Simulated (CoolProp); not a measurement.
Vapour-liquid equilibrium of R114 (1) + benzene (2) at 527 kPa; x and y are mole fractions of (1).

The numbers come from the multi-fluid Helmholtz-energy mixture model, Platzer 1990 and Thol 2012; pair parameters Bell 2016 in CoolProp. This equation is an older, rougher fit; its heat capacities, sound speeds and derivatives of the liquid may be far off and weren't checked against measurements.

```
x     bubble temperature, mixture model (K)  bubble temperature, Raoult's law (K)  y, mixture model  y, Raoult's law
----  -------------------------------------  ------------------------------------  ----------------  ---------------
0.05                                  399.1                                 407.1             0.349            0.253
0.15                                  374.2                                 389.7             0.665            0.555
0.25                                  360.9                                 376.5             0.782            0.720
0.35                                  353.2                                 366.1             0.838            0.817
0.45                                  348.0                                 357.7             0.871            0.879
0.55                                  344.0                                 350.7             0.896            0.920
0.65                                  340.6                                 344.8             0.918            0.948
0.75                                  337.4                                 339.7             0.939            0.969
0.85                                  334.3                                 335.2             0.961            0.984
0.95                                  331.1                                 331.2             0.986            0.995
```

The largest gap from Raoult's law is -15.6 K in bubble temperature, at x = 0.25. No azeotrope shows between x = 0.05 and 0.95.

The pair parameters rest on a limited set of measurements; away from them the model extrapolates.
